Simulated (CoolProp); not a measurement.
Values from CoolProp's reference Helmholtz-energy equation of state, Thol 2022.

Q: For vinyl chloride, give the phase and the Z, cp (kJ/(kg K)), isothermal compressibility (1/MPa), fugacity coefficient at 295.8 K and 23.6 MPa; 391.4 K and 23.6 MPa.

A: 
- 295.8 K and 23.6 MPa: liquid; Z 0.635, cp 1.46, isothermal compressibility 0.00156, fugacity coefficient 0.0275
- 391.4 K and 23.6 MPa: liquid; Z 0.572, cp 1.59, isothermal compressibility 0.00410, fugacity coefficient 0.174
